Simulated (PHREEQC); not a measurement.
Acid rinse or clean

Solution (19 °C): 0.065 mol HNO3, 0.00063 mol AlCl3 and 0.0071 mol MnSO4 per kg of water. Closed to the air; pH follows from the charge balance.

Equilibrium calculation in PHREEQC: ion-association model, phreeqc.dat.

Each row changes one thing in this solution. Precipitation was switched off in this run.

| case | pH | ionic strength (mol/kgw) | Mn+2 (mol/kgw) | HSO4- (mol/kgw) | SO4-2 (mol/kgw) | Al+3 (mol/kgw) | SI of Gibbsite (Al(OH)3) | SI of Pyrochroite (Mn(OH)2) |
|---|---|---|---|---|---|---|---|---|
| as made | 1.30 | 0.0853 | 0.00669 | 0.00444 | 0.00206 | 0.000393 | -8.68 | -15.16 |
| diluted 100-fold with water | 3.20 | 0.000959 | 7.04e-5 | 3.21e-6 | 6.65e-5 | 5.53e-6 | -4.23 | -13.00 |
| HNO3 from 0.065 to 0.013 mol/kgw | 2.02 | 0.0348 | (withheld) | 0.00190 | 0.00378 | 0.000209 | -6.64 | -13.66 |
| diluted 5-fold with water | 1.95 | 0.0179 | (withheld) | 0.000518 | (withheld) | 7.93e-5 | -7.13 | -14.38 |
| AlCl3 from 0.00063 to 6.3e-05 mol/kgw | 1.30 | 0.0829 | 0.00670 | 0.00459 | 0.00211 | (withheld) | -9.69 | -15.15 |
| MnSO4 from 0.0071 to 0.00355 mol/kgw | 1.28 | 0.0770 | 0.00343 | 0.00230 | 0.00100 | 0.000481 | -8.63 | -15.47 |

Complete the blanks.


- HNO3 from 0.065 to 0.013 mol/kgw, Mn+2 (mol/kgw): 0.00609
- diluted 5-fold with water, Mn+2 (mol/kgw): 0.00136
- diluted 5-fold with water, SO4-2 (mol/kgw): 0.000793
- AlCl3 from 0.00063 to 6.3e-05 mol/kgw, Al+3 (mol/kgw): 3.86e-5

Complexes and solids missing from the database can't appear.
